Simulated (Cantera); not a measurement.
A Cantera script and its output.

```python
import numpy as np
import cantera as ct

gas = ct.Solution("gri30.yaml")


def delay(T, t_max=10):
    gas.TPX = T, 260000, {'CH4': 1, 'O2': 1.18, 'N2': 4.42}
    reactor = ct.IdealGasConstPressureReactor(gas, clone=False)
    net = ct.ReactorNet([reactor])
    net.rtol, net.atol = 1e-8, 1e-16
    while net.time < t_max:
        t_old, T_old = net.time, reactor.T
        net.step()
        if reactor.T > T + 400:  # ignition: a rise of 400 K
            return t_old + (T + 400 - T_old) / (reactor.T - T_old) * (net.time - t_old)
    return np.nan


taus = []
for T in [1223, 1298, 1373, 1448, 1523]:
    taus.append(delay(T))
    print(f"T0 = {T:6g} K   tau = {taus[-1]:.4e} s")

# d ln(tau) / d ln(k), from doubling and halving each rate constant
T, sens = 1223, []
for i in range(gas.n_reactions):
    gas.set_multiplier(2.0, i)
    up = delay(T)
    gas.set_multiplier(0.5, i)
    down = delay(T)
    gas.set_multiplier(1.0, i)
    sens.append((np.log(up / down) / np.log(4.0), gas.reaction(i).equation))
sens.sort(key=lambda x: -abs(x[0]))
print(f"sensitivities at {T} K")
for s, eq in sens[:10]:
    print(f"{s:8.3f}  {eq}")
```

It prints:

```
T0 =   1223 K   tau = 1.8809e-02 s
T0 =   1298 K   tau = 7.1934e-03 s
T0 =   1373 K   tau = 2.9208e-03 s
T0 =   1448 K   tau = 1.2502e-03 s
T0 =   1523 K   tau = 5.6465e-04 s
sensitivities at 1223 K
   0.542  2 CH3 (+M) <=> C2H6 (+M)
  -0.378  CH3 + O2 <=> CH2O + OH
  -0.335  CH2O + O2 <=> HCO + HO2
  -0.294  CH3 + O2 <=> CH3O + O
  -0.246  CH3 + HO2 <=> CH3O + OH
   0.221  CH4 + H <=> CH3 + H2
  -0.192  H + O2 <=> O + OH
  -0.184  CH3O + O2 <=> CH2O + HO2
  -0.173  CH2O + CH3 <=> CH4 + HCO
   0.150  CH2O + H (+M) <=> CH3O (+M)
```

Computed with Cantera and GRI-Mech 3.0 (53 species, 325 reactions).
